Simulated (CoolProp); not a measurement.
Computed with CoolProp (reference Helmholtz-energy equation of state, Lemmon 2006). It is a short technical equation, of lower accuracy than the large ones.

Q: For n-decane, give the phase and the density (kg/m³), Joule-Thomson coefficient (K/MPa), isothermal compressibility (1/MPa), viscosity (µPa s) at 417.8 K and 1620 kPa.

A: 
- 417.8 K and 1620 kPa: liquid; density 633, Joule-Thomson coefficient -0.262, isothermal compressibility 0.00279, viscosity 257

Viscosity comes from a separate model (Huber 2004).
